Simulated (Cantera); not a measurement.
Cantera run:

```python
import numpy as np
import cantera as ct

gas_names = """
    H HO2 H2 H2O H2O2 O OH O2 O3 Ti TiO TiO2
""".split()
cond_names = """
    H2O(s) H2O(L) Ti(a) Ti(b) Ti(L) TiO(a) TiO(b) TiO(L) TiO2(ru) TiO2(L) Ti2O3(a) Ti2O3(b) Ti2O3(L)
    Ti3O5(a) Ti3O5(b) Ti3O5(L) Ti4O7(s) Ti4O7(L)
""".split()


# ... load() reads the species with a 1 bar reference pressure and builds the phases ...
atoms = {
    'Ti': {'Ti': 1},
    'O2': {'O': 2},
    'H2': {'H': 2},
}
top_T = {}  # K; cautious upper limits of use, not melting points


# ... equilibrate(T, P, feed) seeds the gas with the atoms and calls Mixture.equilibrate('TP', solver="vcs", rtol=1e-11, max_steps=5000) ...
results = []
feed = {'Ti': 1, 'O2': 0.35, 'H2': 1.5}  # mol
T = 1250  # K
P = 13332.2  # Pa
mix = equilibrate(T, P, feed)
results.append((T, P, feed, dict(zip(mix.species_names, mix.species_moles))))
print(gas.report(threshold=1e-05))
for i in range(1, mix.n_phases):
    print(f"{mix.phase(i).name:16s} {mix.phase_moles(i):12.5e} mol")
```

Output:

```
       temperature   1250 K
          pressure   13332 Pa
           density   0.0025861 kg/m^3
  mean mol. weight   2.016 kg/kmol
   phase of matter   gas

                          1 kg             1 kmol
                     ---------------   ---------------
          enthalpy        1.4074e+07        2.8373e+07  J
   internal energy        8.9187e+06         1.798e+07  J
           entropy             94169        1.8985e+05  J/K
    Gibbs function       -1.0364e+08       -2.0893e+08  J
 heat capacity c_p             15531             31310  J/K
 heat capacity c_v             11407             22996  J/K

                      mass frac. Y      mole frac. X     chem. pot. / RT
                     ---------------   ---------------   ---------------
                H2                 1                 1           -20.103
     [  +11 minor]        6.6259e-07        1.3239e-06

Ti(b)             3.00000e-01 mol
TiO(a)            7.00000e-01 mol
TiO2(ru)          0.00000e+00 mol
Ti2O3(b)          0.00000e+00 mol
Ti3O5(b)          0.00000e+00 mol
Ti4O7(s)          0.00000e+00 mol
```

Equilibrium computed with Cantera from the NASA thermochemical tables; the gas is ideal and each condensed phase is pure. Mutual solubility and eutectic melting of coexisting phases are not modelled. TiO: taken at fixed stoichiometry. Condensed phases not in the tables: N, O or C dissolved in the metal.
